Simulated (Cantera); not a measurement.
A Cantera script and its output.

```python
import numpy as np
import cantera as ct

gas = ct.Solution("gri30.yaml")
gas.TPX = 1450, 47000, {'CH4': 1, 'H2': 1.3, 'O2': 2.82, 'N2': 10.6}
reactor = ct.IdealGasReactor(gas, energy="on", clone=False)
net = ct.ReactorNet([reactor])
net.rtol, net.atol = 1e-08, 1e-16
show = ['CH4', 'H2', 'O2', 'C2H4', 'NO2']
times = np.geomspace(6e-06, 0.2, 12)

steps = ct.SolutionArray(gas, extra=["t"])
rows = []
print(f"{'t/s':>10s}{'T/K':>9s}{'P/Pa':>11s}" + "".join(f"{s:>11s}" for s in show))
for t in times:
    while net.time < t:
        t_next = net.step()
        steps.append(gas.state, t=t_next)
    rows.append([np.interp(t, steps.t, y) for y in (steps.T, steps.P, *steps(*show).X.T)])
    print(f"{t:10.3e}{rows[-1][0]:9.1f}{rows[-1][1]:11.4g}" + "".join(f"{x:11.3e}" for x in rows[-1][2:]))
rate = np.gradient(steps.T, steps.t)
print("integrator steps:", len(steps.t))
if steps.T.max() > steps.T[0] + 200:
    print(f"time of steepest temperature rise: {steps.t[rate.argmax()]:.4e} s")
gas.TPX = 1450, 47000, {'CH4': 1, 'H2': 1.3, 'O2': 2.82, 'N2': 10.6}
gas.equilibrate("UV")
print(f"equilibrium (UV): T = {gas.T:.1f} K  " + "  ".join(f"{s} {gas[s].X[0]:.3e}" for s in show))
```

It prints:

```
       t/s      T/K       P/Pa        CH4         H2         O2       C2H4        NO2
 6.000e-06   1450.0    4.7e+04  6.361e-02  8.270e-02  1.794e-01  6.854e-14  4.159e-22
 1.546e-05   1450.0    4.7e+04  6.361e-02  8.270e-02  1.794e-01  5.870e-12  1.982e-20
 3.986e-05   1450.0    4.7e+04  6.360e-02  8.269e-02  1.794e-01  7.166e-10  1.140e-18
 1.027e-04   1450.7  4.702e+04  6.317e-02  8.243e-02  1.791e-01  1.558e-06  6.291e-16
 2.647e-04   2608.0  8.695e+04  5.943e-16  2.984e-02  3.364e-02  3.488e-24  3.213e-08
 6.823e-04   2835.2  9.303e+04  2.195e-15  2.486e-02  2.859e-02  1.489e-23  9.482e-07
 1.759e-03   2828.8  9.276e+04  2.354e-15  2.520e-02  2.641e-02  1.614e-23  2.253e-06
 4.533e-03   2826.2  9.266e+04  2.413e-15  2.533e-02  2.564e-02  1.661e-23  2.697e-06
 1.168e-02   2826.2  9.266e+04  2.415e-15  2.534e-02  2.562e-02  1.662e-23  2.708e-06
 3.011e-02   2826.2  9.266e+04  2.415e-15  2.534e-02  2.562e-02  1.662e-23  2.708e-06
 7.760e-02   2826.2  9.266e+04  2.415e-15  2.534e-02  2.562e-02  1.662e-23  2.708e-06
 2.000e-01   2826.2  9.266e+04  2.415e-15  2.534e-02  2.562e-02  1.662e-23  2.708e-06
integrator steps: 1658
time of steepest temperature rise: 2.0895e-04 s
equilibrium (UV): T = 2826.2 K  CH4 3.204e-15  H2 2.534e-02  O2 2.562e-02  C2H4 1.831e-23  NO2 2.708e-06
```

Computed with Cantera and GRI-Mech 3.0 (53 species, 325 reactions).
